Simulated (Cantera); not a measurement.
A perfectly stirred reactor is fed with 17.1 % H2, 17.4 % O2, 65.5 % N2, at 101000 Pa; it is adiabatic with a 448 K inlet, and is followed from long to short residence time, starting on the burning branch (τ in s: 0.4, 0.16, 0.061, 0.024, 0.0095, 0.0038, 0.0015, 0.00058, 0.00023, 9e-05, 3.6e-05, 1.4e-05).

Cantera simulation using the H2/O2 subset of GRI-Mech 3.0, which has no nitrogen chemistry; the numbers are that mechanism's predictions, not measurements.

Problem. Predict: blow-out, bracketed by the residence times tried; x(H2) at τ = 0.400 s; x(O2) at τ = 0.400 s; x(H2O) at τ = 0.400 s; x(HO2) at τ = 0.400 s; x(O) at τ = 0.400 s; x(H2) at τ = 1.50 ms; x(O2) at τ = 1.50 ms; x(H2O) at τ = 1.50 ms; x(HO2) at τ = 1.50 ms; x(O) at τ = 1.50 ms.

Solution. 
```
Item                                                                          Result
------------------------------------------------  ----------------------------------
blow-out, bracketed by the residence times tried  burning at 36.0 µs, out at 14.0 µs
x(H2) at τ = 0.400 s                                                         6.95e-5
x(O2) at τ = 0.400 s                                                          0.0968
x(H2O) at τ = 0.400 s                                                          0.186
x(HO2) at τ = 0.400 s                                                        1.08e-6
x(O) at τ = 0.400 s                                                          6.34e-5
x(H2) at τ = 1.50 ms                                                         0.00250
x(O2) at τ = 1.50 ms                                                          0.0958
x(H2O) at τ = 1.50 ms                                                          0.180
x(HO2) at τ = 1.50 ms                                                        2.02e-5
x(O) at τ = 1.50 ms                                                          0.00221
```
